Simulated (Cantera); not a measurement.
Premixed flame

A freely propagating, adiabatic, planar premixed flame of 35.3 % H₂, 13.6 % O₂, 51.1 % N₂, unburnt at 525 K and 31000 Pa; mixture-averaged transport, grid criteria slope 0.08 and curve 0.16, no radiation.

Model: the H2/O2 subset of GRI-Mech 3.0, which has no nitrogen chemistry, integrated in Cantera. Burning velocities carry a grid error of a few per cent, more on coarse grids.

| z (mm) | T (K) | u (m/s) | x H₂ | x O₂ | x H₂O₂ | x H | x OH | x H₂O |
|---|---|---|---|---|---|---|---|---|
| -6.06 | 525 | 5.99 | 0.353 | 0.136 | <1e-8 | <1e-8 | <1e-8 | <1e-8 |
| -4.04 | 525 | 5.99 | 0.353 | 0.136 | <1e-8 | <1e-8 | <1e-8 | <1e-8 |
| -3.03 | 525 | 5.99 | 0.353 | 0.136 | <1e-8 | <1e-8 | <1e-8 | <1e-8 |
| -2.02 | 525 | 5.99 | 0.353 | 0.136 | <1e-8 | 1.40e-8 | <1e-8 | <1e-8 |
| -1.01 | 534 | 6.07 | 0.351 | 0.136 | 1.68e-6 | 0.000157 | 3.69e-5 | 0.000388 |
| -0.505 | 720 | 8.05 | 0.322 | 0.131 | 5.63e-6 | 0.00882 | 0.000561 | 0.0158 |
| 0 | 1164 | 12.6 | 0.187 | 0.0824 | 1.28e-6 | 0.0654 | 0.00330 | 0.119 |
| 0.505 | 1450 | 15.5 | 0.0895 | 0.0233 | 1.17e-6 | 0.0980 | 0.00800 | 0.226 |
| 1.01 | 1570 | 16.7 | 0.0810 | 0.0146 | 8.58e-7 | 0.0925 | 0.0101 | 0.243 |
| 2.02 | 1706 | 17.9 | 0.0846 | 0.0120 | 5.11e-7 | 0.0785 | 0.0121 | 0.250 |
| 4.04 | 1856 | 19.3 | 0.0883 | 0.00958 | 2.71e-7 | 0.0630 | 0.0137 | 0.258 |
| 8.08 | 2008 | 20.7 | 0.0906 | 0.00707 | 1.44e-7 | 0.0479 | 0.0143 | 0.267 |
| 16.2 | 2152 | 21.9 | 0.0915 | 0.00470 | 8.27e-8 | 0.0346 | 0.0136 | 0.278 |
x: mole fraction of selected species; z is measured from the peak of heat release.

- laminar burning velocity = 599 cm/s
- thermal thickness = 2.02 mm
- peak x(H₂O₂) = 6.64e-6
- peak x(H) = 0.0982
- peak x(OH) = 0.0143
- grid points = 146
